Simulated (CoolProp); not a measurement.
Vapour-liquid equilibrium of CF4 (R14) (1) + R13 (2) at 0.483 MPa; x and y are mole fractions of (1).

Computed with CoolProp (multi-fluid Helmholtz-energy mixture model, Platzer 1990 and Platzer 1990; pair parameters Bell 2016). This equation is an older, rougher fit; its heat capacities, sound speeds and derivatives of the liquid may be far off and weren't checked against measurements.

| x | bubble temperature (K) | y at the bubble point | dew temperature at overall composition x (K) | liquid density (mol/L) |
|---|---|---|---|---|
| 0.05 | 218.4 | 0.289 | 225.6 | 13.55 |
| 0.125 | 208.2 | 0.556 | 223.5 | 14.02 |
| 0.2 | 200.6 | 0.704 | 221.2 | 14.39 |
| 0.275 | 195.0 | 0.790 | 218.9 | 14.69 |
| 0.35 | 190.6 | 0.845 | 216.3 | 14.95 |
| 0.425 | 187.2 | 0.882 | 213.6 | 15.17 |
| 0.5 | 184.3 | 0.909 | 210.6 | 15.37 |
| 0.575 | 181.9 | 0.930 | 207.3 | 15.56 |
| 0.65 | 179.8 | 0.946 | 203.6 | 15.73 |
| 0.725 | 177.9 | 0.960 | 199.3 | 15.90 |
| 0.8 | 176.2 | 0.972 | 194.2 | 16.06 |
| 0.875 | 174.5 | 0.983 | 187.9 | 16.21 |
| 0.95 | 172.9 | 0.993 | 179.3 | 16.37 |

No azeotrope shows between x = 0.05 and 0.95.

Pair parameters are fitted to limited data, so mixtures are less certain than the pure fluids.
